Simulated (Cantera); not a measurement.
Input: 1 mol PbO, 1.4 mol H2, a varied amount of O2, at 975 °C and 0.140 bar.

Cantera equilibrium calculation (NASA polynomials, part measured and part estimated; ideal gas, pure solids and liquids). Candidate condensed phases: H2O, Pb, PbO, PbO2, Pb3O4; 12 gas species. Rates play no part.

Q: At 0.11 mol O2, list the 3 most abundant gas species with their mole fractions, and the condensed phases.

A: H2O 0.863, H2 0.127, Pb 0.00929. Condensed: Pb(l).
